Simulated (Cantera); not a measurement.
A perfectly stirred reactor is fed with CH4 : C2H6 : O2 : N2 = 1 : 0.5 : 4.74 : 25.1 (molar parts), equivalence ratio 0.79, at 7.60 bar; it is adiabatic with a 675 K inlet, and is followed from long to short residence time, starting on the burning branch (τ in s: 0.065, 0.026, 0.011, 0.0044, 0.0018, 0.00072, 0.00029, 0.00012, 4.8e-05).

Computed with Cantera and GRI-Mech 3.0 (53 species, 325 reactions).

Task: Predict: blow-out, bracketed by the residence times tried; x(CH4) at τ = 65.0 ms; x(C2H6) at τ = 65.0 ms; x(O2) at τ = 65.0 ms; x(C2H4) at τ = 65.0 ms; x(CH4) at τ = 1.80 ms; x(C2H6) at τ = 1.80 ms; x(O2) at τ = 1.80 ms; x(C2H) at τ = 1.80 ms; x(C2H4) at τ = 1.80 ms.

Result: 
* **blow-out, bracketed by the residence times tried**: burning at 48.0 µs, the shortest tried
* **x(CH4) at τ = 65.0 ms**: 1.89e-6
* **x(C2H6) at τ = 65.0 ms**: 1.41e-7
* **x(O2) at τ = 65.0 ms**: 0.0312
* **x(C2H4) at τ = 65.0 ms**: 4.74e-7
* **x(CH4) at τ = 1.80 ms**: 2.58e-5
* **x(C2H6) at τ = 1.80 ms**: 2.80e-6
* **x(O2) at τ = 1.80 ms**: 0.0321
* **x(C2H) at τ = 1.80 ms**: 1.49e-8
* **x(C2H4) at τ = 1.80 ms**: 8.16e-6
